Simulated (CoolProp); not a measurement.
Oxygen along the isotherm -45.85 °C: density (kg/m³) from the reference equation and from simpler models built on Tc = -118.6 °C, pc = 5.046 MPa, ω = 0.022; each cubic takes its own stable root.

Values from CoolProp's reference Helmholtz-energy equation of state, Schmidt 1985.

| p (MPa) | phase | reference |
|---|---|---|
| 3.36 | gas | 60.84 |
| 6.73 | supercritical | 130.5 |
| 10.1 | supercritical | 208.4 |
| 13.5 | supercritical | 291.6 |
| 16.8 | supercritical | 370.0 |
| 20.2 | supercritical | 441.7 |
| 23.5 | supercritical | 500.5 |
| 26.9 | supercritical | 550.9 |
| 30.3 | supercritical | 593.0 |
| 33.6 | supercritical | 627.7 |
| 37 | supercritical | 658.6 |
| 40.4 | supercritical | 685.7 |
| 43.7 | supercritical | 709.0 |
| 47.1 | supercritical | 730.6 |
| 50.5 | supercritical | 750.2 |

Question: How far does each simpler model (van der Waals, Peng-Robinson) lie from the reference over these 15 states: mean and median of the absolute difference, and the worst?

Answer: 
- van der Waals: mean 7.3 %, median 6.2 %, worst -13.9 % at -45.85 °C and 50.5 MPa
- Peng-Robinson: mean 4.2 %, median 3.2 %, worst +8.1 % at -45.85 °C and 50.5 MPa
